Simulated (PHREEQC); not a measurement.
0.34 g of hydrous ferric oxide (600 m²/g; 0.2 weak and 0.005 strong sites per Fe, Dzombak-Morel constants, diffuse double layer) in 1 kg of water with 0.3 mol/kgw of an inert sodium salt and 0.042 mmol/kgw NaH2PO4, at 25 °C; the pH is set by adding NaOH or the inert anion's acid. Oxygen alone is held at its pressure in air (log pO2 = -0.68). CO2 from the air is kept out. Precipitation was switched off in this run.

Model: ion-association model, wateq4f.dat, run in PHREEQC.

Predict P sorbed (%), surface charge σ (C/m²), surface potential ψ (mV) at pH = 4.5, 6.75, 8.62.


| pH | P sorbed (%) | surface charge σ (C/m²) | surface potential ψ (mV) |
|---|---|---|---|
| 4.5 | 100.0 | 0.292 | 114 |
| 6.75 | 99.9 | 0.073 | 50 |
| 8.62 | 82.0 | -0.036 | -28 |

Complexes and solids missing from the database can't appear. H3PO4, which wateq4f.dat lacks, is added to it with the constant of phreeqc.dat. The oxide is taken as insoluble; below pH 4 it would dissolve.
